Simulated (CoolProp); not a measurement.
Vapour-liquid equilibrium of ethanol (1) + benzene (2) at 107.15 °C; x and y are mole fractions of (1).

Model: multi-fluid Helmholtz-energy mixture model, Schroeder 2014 and Thol 2012; pair parameters Bell 2016, in CoolProp.

```json
[
 {"x": "0.05", "bubble pressure (MPa)": "0.2595", "y at the bubble point": "0.190", "dew pressure at overall composition x (MPa)": "0.2276", "liquid density (mol/L)": "10.14"},
 {"x": "0.2", "bubble pressure (MPa)": "…", "y at the bubble point": "…", "dew pressure at overall composition x (MPa)": "0.2622", "liquid density (mol/L)": "10.56"},
 {"x": "0.35", "bubble pressure (MPa)": "0.3445", "y at the bubble point": "0.487", "dew pressure at overall composition x (MPa)": "0.3052", "liquid density (mol/L)": "11.11"},
 {"x": "0.5", "bubble pressure (MPa)": "0.3508", "y at the bubble point": "0.535", "dew pressure at overall composition x (MPa)": "0.3470", "liquid density (mol/L)": "11.80"},
 {"x": "0.65", "bubble pressure (MPa)": "0.3494", "y at the bubble point": "0.596", "dew pressure at overall composition x (MPa)": "0.3431", "liquid density (mol/L)": "…"},
 {"x": "0.8", "bubble pressure (MPa)": "0.3346", "y at the bubble point": "0.705", "dew pressure at overall composition x (MPa)": "0.3183", "liquid density (mol/L)": "13.67"},
 {"x": "0.95", "bubble pressure (MPa)": "0.3000", "y at the bubble point": "0.906", "dew pressure at overall composition x (MPa)": "0.2928", "liquid density (mol/L)": "14.88"}
]
```

**Question.** Some entries are withheld; supply them.

**Answer.** 
- 0.2, bubble pressure (MPa): 0.3238
- 0.2, y at the bubble point: 0.410
- 0.65, liquid density (mol/L): 12.65

y crosses x between x = 0.5 and 0.65: the model has an azeotrope there.

Pair parameters are fitted to limited data, so mixtures are less certain than the pure fluids.
